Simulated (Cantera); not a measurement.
What does this Cantera script print?

```python
import numpy as np
import cantera as ct

gas = ct.Solution("gri30.yaml", transport_model="multicomponent")
show = ['H', 'O', 'H2O']

rows = []
print(f"{'T/K':>7s}{'rho':>11s}{'cp':>10s}{'mu':>11s}{'lambda':>11s}{'Pr':>7s}" + "".join(f"{'D_' + s:>11s}" for s in show))
for T in [400, 500, 600, 700, 800, 900, 1000]:
    gas.TPX = T, 1700, {'H2': 0.43, 'CO': 0.42}
    Pr = gas.cp_mass * gas.viscosity / gas.thermal_conductivity
    D = [gas.mix_diff_coeffs_mole[gas.species_index(s)] for s in show]
    rows.append([gas.density, gas.cp_mass, gas.viscosity, gas.thermal_conductivity, Pr, *D])
    print(f"{T:7g}{gas.density:11.4e}{gas.cp_mass:10.1f}{gas.viscosity:11.4e}"
          f"{gas.thermal_conductivity:11.4e}{Pr:7.3f}" + "".join(f"{d:11.4e}" for d in D))
print("SI units: kg/m3, J/kg/K, Pa s, W/m/K, m2/s")
```

It prints:

```
    T/K        rho        cp         mu     lambda     Pr        D_H        D_O      D_H2O
    400 7.5958e-03    1973.4 2.0924e-05 9.2969e-02  0.444 1.5337e-02 4.8773e-03 3.6994e-03
    500 6.0767e-03    1988.6 2.4419e-05 1.0888e-01  0.446 2.2513e-02 7.1245e-03 5.6044e-03
    600 5.0639e-03    2007.3 2.7623e-05 1.2371e-01  0.448 3.0700e-02 9.6859e-03 7.8097e-03
    700 4.3405e-03    2034.2 3.0612e-05 1.3838e-01  0.450 3.9831e-02 1.2541e-02 1.0291e-02
    800 3.7979e-03    2068.7 3.3433e-05 1.5336e-01  0.451 4.9853e-02 1.5675e-02 1.3029e-02
    900 3.3759e-03    2104.5 3.6118e-05 1.6838e-01  0.451 6.0726e-02 1.9075e-02 1.6009e-02
   1000 3.0383e-03    2129.6 3.8690e-05 1.8229e-01  0.452 7.2413e-02 2.2729e-02 1.9218e-02
SI units: kg/m3, J/kg/K, Pa s, W/m/K, m2/s
```

Computed with Cantera and GRI-Mech 3.0 (53 species, 325 reactions).
